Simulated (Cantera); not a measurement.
Pyrogenic steam for wet oxidation

An isothermal, constant-pressure homogeneous reactor starts with 24.1 % H₂, 18.5 % O₂, 57.4 % N₂, equivalence ratio 0.65, at 1175 K and 1.00 bar.

Detailed kinetics in Cantera: GRI-Mech 3.0 (53 species, 325 reactions). The temperature is held fixed by assumption; the heat of reaction is taken as removed at once.

```csv
t (s),x H₂,x O₂,x O,x NO,x OH,x NO₂,x H
0.000500,0.000975,0.0741,2.07e-5,3.55e-6,0.000105,2.30e-7,8.19e-6
0.00120,0.000409,0.0738,4.54e-6,3.28e-6,4.57e-5,4.99e-7,1.46e-6
0.00286,0.000152,0.0737,1.05e-6,2.99e-6,2.36e-5,7.92e-7,2.81e-7
0.00684,4.12e-5,0.0737,2.35e-7,2.84e-6,1.40e-5,9.34e-7,4.57e-8
0.0164,5.65e-6,0.0737,6.11e-8,3.05e-6,9.50e-6,7.25e-7,4.44e-9
0.0391,2.32e-7,0.0737,2.47e-8,3.48e-6,6.71e-6,2.95e-7,2.02e-10
0.0935,1.61e-8,0.0737,1.25e-8,3.71e-6,4.80e-6,6.76e-8,3.61e-11
0.224,9.41e-9,0.0737,6.92e-9,3.75e-6,3.56e-6,3.21e-8,1.72e-11
0.535,7.78e-9,0.0737,4.55e-9,3.74e-6,2.89e-6,3.82e-8,1.17e-11
1.28,7.60e-9,0.0737,4.04e-9,3.74e-6,2.72e-6,4.18e-8,1.08e-11
3.06,7.59e-9,0.0737,4.00e-9,3.74e-6,2.71e-6,4.21e-8,1.08e-11
7.31,7.59e-9,0.0737,3.99e-9,3.74e-6,2.70e-6,4.21e-8,1.08e-11
17.5,7.58e-9,0.0737,3.99e-9,3.74e-6,2.70e-6,4.22e-8,1.07e-11
41.8,7.58e-9,0.0737,3.99e-9,3.74e-6,2.70e-6,4.22e-8,1.07e-11
100,7.58e-9,0.0737,3.99e-9,3.74e-6,2.70e-6,4.22e-8,1.07e-11
```
x: mole fraction; the columns are a selection and need not sum to one.

Equilibrium at this temperature and pressure: H₂ 7.59e-9, O₂ 0.0736, O 3.99e-9, NO 8.72e-5, OH 2.70e-6, NO₂ 9.83e-7, H 1.07e-11 (gas phase only).
